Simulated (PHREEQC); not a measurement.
Metal-bearing waste water

Dissolve 0.0042 mol/kgw CdCl2, 0.027 mol/kgw MgSO4 and 0.12 mol/kgw NaCl at 85 °C. Closed to the air; pH follows from the charge balance.

The numbers come from PHREEQC with the ion-association model, phreeqc.dat.

Precipitation was switched off in this run.

Predict the pH, density, ionic strength.

pH 5.90; density 0.977 g/cm³; ionic strength 0.179 mol/kgw.

In which forms is Cd present?

CdCl+ 58 %, CdCl2 17 %, Cd+2 16 %, CdSO4 5.2 %, CdCl3- 2.9 %, Cd(SO4)2-2 0.5 % of the Cd.

Complexes and solids missing from the database can't appear. Away from 25 °C the constants follow the database's enthalpies or fits; those with neither stay at their 25 °C values.
